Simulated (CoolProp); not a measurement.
The numbers come from the reference Helmholtz-energy equation of state, Leachman 2009 in CoolProp.

**Question.** Give the vapour pressure (MPa), enthalpy of vaporisation (kJ/kg), vapour Z, vapour viscosity (µPa s) of saturated normal hydrogen at -252.65, -247.65 °C.

**Answer.** 
| T (°C) | p (MPa) | enthalpy of vaporisation (kJ/kg) | vapour Z | vapour viscosity (µPa s) |
|---|---|---|---|---|
| -252.65 | 0.105 | 448 | 0.903 | 1.00 |
| -247.65 | 0.356 | 402 | 0.785 | 1.31 |

Viscosity comes from a separate model (Muzny 2013).
